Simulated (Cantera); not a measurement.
Feed: 1 mol SiCl4, 0.75 mol Cl2, a varied amount of H2, held at 1200 K and 180 Torr.

These are equilibrium values from Cantera (NASA tables, ideal gas, pure condensed phases), not measurements of a reactor. Candidate condensed phases: Si; 19 gas species. The tables' values for SiCl3 are old estimates; treat these amounts as uncertain. Equilibrium is a limit: real reactors are often held back by kinetics, nucleation or transport.

At 4.4 mol H2, list the 4 most abundant gas species with their mole fractions, and the condensed phases.

H2 0.580, HCl 0.258, SiCl4 0.149, SiHCl3 0.00911. Condensed: gas only.
